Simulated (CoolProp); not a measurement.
Properties of CF4 (R14) along the isobar 8.98 bar.

Computed with CoolProp (reference Helmholtz-energy equation of state, Platzer 1990). This equation is an older, rougher fit.

| T (K) | phase | density (kg/m³) | cp (kJ/(kg K)) | cv (kJ/(kg K)) | speed of sound (m/s) | expansivity (1/kK) | fugacity coefficient |
|---|---|---|---|---|---|---|---|
| 200.6 | gas | 54.63 | 0.6301 | 0.4625 | 138.1 | 7.731 | 0.8827 |
| 219.7 | gas | 47.88 | 0.6288 | 0.4859 | 147.5 | 6.219 | 0.9110 |
| 238.9 | gas | 42.90 | 0.6433 | 0.5134 | 155.7 | 5.300 | 0.9314 |
| 258 | gas | 39.02 | 0.6642 | 0.5422 | 163.1 | 4.668 | 0.9463 |
| 277.1 | gas | 35.86 | 0.6879 | 0.5712 | 169.8 | 4.194 | 0.9577 |
| 296.2 | gas | 33.22 | 0.7125 | 0.5995 | 176.2 | 3.822 | 0.9666 |
| 315.3 | gas | 30.97 | 0.7371 | 0.6268 | 182.2 | 3.519 | 0.9736 |
| 334.4 | gas | 29.03 | 0.7609 | 0.6528 | 187.9 | 3.266 | 0.9792 |
| 353.5 | gas | 27.33 | 0.7836 | 0.6773 | 193.4 | 3.051 | 0.9837 |
| 372.6 | gas | 25.83 | 0.8050 | 0.7000 | 198.7 | 2.865 | 0.9875 |
| 391.7 | gas | 24.50 | 0.8249 | 0.7211 | 203.9 | 2.702 | 0.9906 |
| 410.8 | gas | 23.30 | 0.8434 | 0.7405 | 208.8 | 2.558 | 0.9931 |
| 429.9 | gas | 22.21 | 0.8604 | 0.7583 | 213.7 | 2.430 | 0.9953 |
